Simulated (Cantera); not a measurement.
An isothermal, constant-pressure homogeneous reactor starts with H2 : O2 : N2 = 1.1 : 1 : 15 (molar parts), equivalence ratio 0.55, at 850 K and 0.178 atm. Integrator tolerance rtol = 1e-08.

Model: GRI-Mech 3.0 (53 species, 325 reactions), integrated in Cantera. Below about 950 K walls govern HO2 and H2O2 in real vessels. The temperature is held fixed by assumption; the heat of reaction is taken as removed at once.

Q: What does this change do: pressure from 0.178 atm to 0.987 atm?

A: 
```csv
quantity,before,after
x(H2) at 6.00 s,0.00129 (gas-phase equilibrium <1e-12),0.0605 (gas-phase equilibrium <1e-12)
x(O2) at 6.00 s,0.0278 (gas-phase equilibrium 0.0272),0.0565 (gas-phase equilibrium 0.0272)
x(NO2) at 6.00 s,3.53e-8 (gas-phase equilibrium 4.90e-8),<1e-12 (gas-phase equilibrium 1.15e-7)
x(NO) at 6.00 s,2.02e-8 (gas-phase equilibrium 1.74e-6),<1e-12 (gas-phase equilibrium 1.74e-6)
x(H2O) at 6.00 s,0.0651 (gas-phase equilibrium 0.0665),0.00373 (gas-phase equilibrium 0.0665)
x(N2O) at 6.00 s,4.44e-9 (gas-phase equilibrium 7.86e-11),3.03e-10 (gas-phase equilibrium 1.85e-10)
```
